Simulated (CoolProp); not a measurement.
Vapour-liquid equilibrium of R114 (1) + n-pentane (2) at 323.6 K; x and y are mole fractions of (1).

Values from CoolProp's multi-fluid Helmholtz-energy mixture model, Platzer 1990 and Thol 2019; pair parameters Bell 2016. This equation is an older, rougher fit; its heat capacities, sound speeds and derivatives of the liquid may be far off and weren't checked against measurements.

Give the bubble pressure and the first vapour's composition at x = 0.15, 0.25, 0.45. Is there an azeotrope?

x = 0.15: 233.7 kPa, y = 0.390; x = 0.25: 273.0 kPa, y = 0.524; x = 0.45: 335.5 kPa, y = 0.689. No azeotrope shows between x = 0.05 and 0.95.

Pair parameters are fitted to limited data, so mixtures are less certain than the pure fluids.
